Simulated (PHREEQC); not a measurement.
Dissolve 0.49 mol/kgw NaOH and 0.00065 mol/kgw H4SiO4 at 20 °C. Closed to the air; pH follows from the charge balance.

Equilibrium calculation in PHREEQC: ion-association model, wateq4f.dat.

```json
{
  "pH": "13.67",
  "ionic_strength": "0.491 mol/kgw",
  "activity_of_water": "0.983",
  "total_alkalinity": "490 meq/kg"
}
```

```
species   molality  activity   log γ
--------  --------  --------  ------
Na+          0.490     0.349  -0.148
OH-          0.489     0.311  -0.196
H2SiO4-2  0.000562  0.000131  -0.633
H3SiO4-    8.84e-5   5.78e-5  -0.185
H4SiO4     8.99e-9   1.01e-8   0.049
```

No solid was allowed to form. Complexes and solids missing from the database can't appear.
